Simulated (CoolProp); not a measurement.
Hexamethyldisiloxane (MM) along the isotherm 593.2 K: density (kg/m³) from the reference equation and from simpler models built on Tc = 518.7 K, pc = 1.931 MPa, ω = 0.418; each cubic takes its own stable root.

Computed with CoolProp (reference Helmholtz-energy equation of state, Thol 2016).

| p (MPa) | phase | reference |
|---|---|---|
| 0.00916 | gas | 0.3019 |
| 0.0148 | gas | 0.4881 |
| 0.0239 | gas | 0.7890 |
| 0.0386 | gas | 1.276 |
| 0.0624 | gas | 2.069 |
| 0.101 | gas | 3.364 |
| 0.163 | gas | 5.469 |
| 0.263 | gas | 8.930 |
| 0.425 | gas | 14.72 |
| 0.687 | gas | 24.61 |
| 1.11 | gas | 42.13 |
| 1.79 | gas | 75.27 |
| 2.9 | supercritical | 147.5 |

How far does each simpler model (van der Waals, Redlich-Kwong, Soave-Redlich-Kwong) lie from the reference over these 13 states: mean and median of the absolute difference, and the worst?


- van der Waals: mean 1.8 %, median 0.0 %, worst +20.0 % at 593.2 K and 2.9 MPa
- Redlich-Kwong: mean 1.2 %, median 0.1 %, worst +10.8 % at 593.2 K and 2.9 MPa
- Soave-Redlich-Kwong: mean 0.7 %, median 0.2 %, worst -3.6 % at 593.2 K and 2.9 MPa
